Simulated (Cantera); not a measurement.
Feed: 1 mol BN, 2.7 mol HCl, at 798.15 K and 133 Pa.

Cantera equilibrium calculation (NASA polynomials, part measured and part estimated; ideal gas, pure solids and liquids). Candidate condensed phases: B, BN, NH₄Cl; 21 gas species. Gases not in the tables: BHCl₂. Kinetics and transport are ignored.

Base state: HCl 0.992, H₂ 0.00399, BCl₃ 0.00266, N₂ 0.00133 (mole fractions); condensed: BN(s).

Question: What changes in the equilibrium state with this change: 0.18 mol H₂ added?

Answer: 
```csv
species,before,after
HCl,0.992,0.937
H₂,0.00399,0.0627
BCl₃,0.00266,0.000151
N₂,0.00133,7.53e-5
"BN(s), mol",0.993,1.000
```
